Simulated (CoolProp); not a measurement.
A simple Rankine cycle with fluoroethane (R161): condensing at 289.15 K, boiler at 3.49 MPa, turbine inlet 361.2 K, turbine efficiency 0.65, pump efficiency 0.8, no recuperator. Each further row changes one setting.

The numbers come from the reference Helmholtz-energy equation of state, Wu 2012 in CoolProp.

```json
[
 {"case": "as stated", "thermal efficiency (%)": "9.4", "net work (kJ/kg)": "(withheld)", "heat in (kJ/kg)": "379", "turbine exit temperature (K)": "289.2", "volume ratio over the turbine": "5.35"},
 {"case": "turbine inlet 381.2 K", "thermal efficiency (%)": "10.0", "net work (kJ/kg)": "(withheld)", "heat in (kJ/kg)": "431", "turbine exit temperature (K)": "311.9", "volume ratio over the turbine": "5.00"},
 {"case": "condensing temperature 281.15 K", "thermal efficiency (%)": "10.5", "net work (kJ/kg)": "41.5", "heat in (kJ/kg)": "396", "turbine exit temperature (K)": "281.1", "volume ratio over the turbine": "6.77"},
 {"case": "boiler pressure 2.44 MPa", "thermal efficiency (%)": "8.2", "net work (kJ/kg)": "34.2", "heat in (kJ/kg)": "419", "turbine exit temperature (K)": "310.0", "volume ratio over the turbine": "3.41"},
 {"case": "turbine efficiency 0.55", "thermal efficiency (%)": "(withheld)", "net work (kJ/kg)": "29.4", "heat in (kJ/kg)": "379", "turbine exit temperature (K)": "289.2", "volume ratio over the turbine": "5.45"}
]
```

Question: What belongs in the gaps?

Answer: 
- as stated, net work (kJ/kg): 35.6
- turbine inlet 381.2 K, net work (kJ/kg): 43.0
- turbine efficiency 0.55, thermal efficiency (%): 7.8

The expansion ends wet for: as stated; condensing temperature 281.15 K; turbine efficiency 0.55.
